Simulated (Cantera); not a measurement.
A perfectly stirred reactor is fed with NH3 : H2 = 1 : 3.6 (molar parts), at 0.132 atm; it is held at 1973 K, and followed from long to short residence time.

Cantera simulation using the gas-phase N/H chemistry of the illustrative SiF4/NH3 mechanism in the Surface Chemkin manual (1991); the numbers are that mechanism's predictions, not measurements. Walls and surfaces, which speed up NH3 decomposition in real reactors, are not modelled.

Task: Predict: x(NH3) at τ = 1.00 s; x(H2) at τ = 1.00 s; x(N2H4) at τ = 1.00 s; x(H) at τ = 1.00 s; x(N2H2) at τ = 1.00 s; x(NH3) at τ = 18.0 ms; x(H2) at τ = 18.0 ms; x(N2H4) at τ = 18.0 ms; x(H) at τ = 18.0 ms; x(N2H2) at τ = 18.0 ms.

Result: 
```json
{
  "x(NH3) at τ = 1.00 s": "0.0593",
  "x(H2) at τ = 1.00 s": "0.875",
  "x(N2H4) at τ = 1.00 s": "2.36e-9",
  "x(H) at τ = 1.00 s": "0.000898",
  "x(N2H2) at τ = 1.00 s": "2.20e-7",
  "x(NH3) at τ = 18.0 ms": "0.208",
  "x(H2) at τ = 18.0 ms": "0.788",
  "x(N2H4) at τ = 18.0 ms": "1.15e-8",
  "x(H) at τ = 18.0 ms": "0.000509",
  "x(N2H2) at τ = 18.0 ms": "8.52e-7"
}
```
